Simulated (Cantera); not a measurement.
An isothermal, constant-pressure homogeneous reactor starts with 0.498 % CH₄, 99.5 % N₂, at 1425 K and 0.133 bar.

Computed with Cantera and GRI-Mech 3.0 (53 species, 325 reactions). GRI-Mech 3.0 stops at C3 and has no aromatics, soot or wall deposition, so with more carbon than oxygen in the feed, carbon stays in small species such as C2H2 where larger ones or solid carbon would form.

Predict: x(CH₄) at 40.0 s; x(C₂H₂) at 40.0 s; x(H₂) at 40.0 s; x(C₂H₄) at 40.0 s; x(CH₃) at 40.0 s.


```
Property                                             Result
-----------------  ----------------------------------------
x(CH₄) at 40.0 s    0.00115 (gas-phase equilibrium 1.75e-6)
x(C₂H₂) at 40.0 s  0.00189 (gas-phase equilibrium 0.000107)
x(H₂) at 40.0 s     0.00569 (gas-phase equilibrium 0.00742)
x(C₂H₄) at 40.0 s   4.61e-6 (gas-phase equilibrium 6.55e-8)
x(CH₃) at 40.0 s    4.60e-6 (gas-phase equilibrium 7.66e-9)
```
